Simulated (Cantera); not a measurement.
What does this Cantera script print?

```python
import numpy as np
import cantera as ct

gas_names = [...]  # 113 gases of nasa_gas.yaml made of C, H, O, Pb
cond_names = """
    C(gr) C6H6(L) C7H8(L) C8H18(L),n-octa H2O(s) H2O(L) Pb(cr) Pb(L) PbO(rd) PbO(yw) PbO(L) PbO2(s)
    Pb3O4(s)
""".split()


# ... load() reads the species with a 1 bar reference pressure and builds the phases ...
atoms = {
    'PbO': {'Pb': 1, 'O': 1},
    'CH4': {'C': 1, 'H': 4},
    'CO': {'C': 1, 'O': 1},
}
top_T = {'C(gr)': 4500, 'Pb3O4(s)': 820}  # K; cautious upper limits of use, not melting points


# ... equilibrate(T, P, feed) seeds the gas with the atoms and calls Mixture.equilibrate('TP', solver="vcs", rtol=1e-11, max_steps=5000) ...
results = []
feed = {'PbO': 1, 'CH4': 1.8, 'CO': 0.52}  # mol
P = 13332.2  # Pa
for T in [2100, 2150, 2200, 2250, 2300, 2350, 2400, 2450]:
    mix = equilibrate(T, P, feed)
    results.append((T, P, feed, dict(zip(mix.species_names, mix.species_moles))))
    x = sorted(zip(gas.X, gas.species_names), reverse=True)
    print(f"T = {T:g} K  P = {P:g} Pa  gas = {mix.phase_moles(0):.4g} mol")
    print("   x: " + "  ".join(f"{s} {v:.3e}" for v, s in x if v > 0.001))
    print("   condensed (mol): " + ("  ".join(f"{mix.phase(i).name} {mix.phase_moles(i):.4g}"
          for i in range(1, mix.n_phases) if mix.phase_moles(i) > 1e-12) or "none"))
```

It prints:

```
T = 2100 K  P = 13332.2 Pa  gas = 6.14 mol
   x: H2 5.822e-01  CO 2.476e-01  Pb 1.628e-01  H 6.511e-03
   condensed (mol): C(gr) 0.7896
T = 2150 K  P = 13332.2 Pa  gas = 6.147 mol
   x: H2 5.801e-01  CO 2.473e-01  Pb 1.627e-01  H 8.797e-03  C2H2,acetylene 1.124e-03
   condensed (mol): C(gr) 0.7861
T = 2200 K  P = 13332.2 Pa  gas = 6.156 mol
   x: H2 5.774e-01  CO 2.469e-01  Pb 1.624e-01  H 1.172e-02  C2H2,acetylene 1.480e-03
   condensed (mol): C(gr) 0.7816
T = 2250 K  P = 13332.2 Pa  gas = 6.167 mol
   x: H2 5.741e-01  CO 2.465e-01  Pb 1.621e-01  H 1.541e-02  C2H2,acetylene 1.922e-03
   condensed (mol): C(gr) 0.7761
T = 2300 K  P = 13332.2 Pa  gas = 6.182 mol
   x: H2 5.699e-01  CO 2.459e-01  Pb 1.617e-01  H 2.001e-02  C2H2,acetylene 2.463e-03
   condensed (mol): C(gr) 0.7693
T = 2350 K  P = 13332.2 Pa  gas = 6.199 mol
   x: H2 5.647e-01  CO 2.452e-01  Pb 1.613e-01  H 2.567e-02  C2H2,acetylene 3.116e-03
   condensed (mol): C(gr) 0.761
T = 2400 K  P = 13332.2 Pa  gas = 6.221 mol
   x: H2 5.584e-01  CO 2.443e-01  Pb 1.607e-01  H 3.256e-02  C2H2,acetylene 3.893e-03
   condensed (mol): C(gr) 0.751
T = 2450 K  P = 13332.2 Pa  gas = 6.248 mol
   x: H2 5.509e-01  CO 2.433e-01  Pb 1.600e-01  H 4.084e-02  C2H2,acetylene 4.806e-03
   condensed (mol): C(gr) 0.739
```

Method: chemical equilibrium by Gibbs-energy minimisation in Cantera with the NASA 1993 tables (ideal gas, pure condensed phases).
